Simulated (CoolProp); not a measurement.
The numbers come from the reference Helmholtz-energy equation of state, Schroeder 2014 in CoolProp.

### Question
For ethanol, give the phase and the density (kg/m³), expansivity (1/kK), fugacity coefficient at 577.9 K and 33.6 bar; 577.9 K and 56 bar; 577.9 K and 112 bar.

### Answer
- 577.9 K and 33.6 bar: gas; density 35.7, expansivity 2.75, fugacity coefficient 0.910
- 577.9 K and 56 bar: gas; density 65.1, expansivity 3.96, fugacity coefficient 0.850
- 577.9 K and 112 bar: supercritical; density 194, expansivity 13.1, fugacity coefficient 0.697
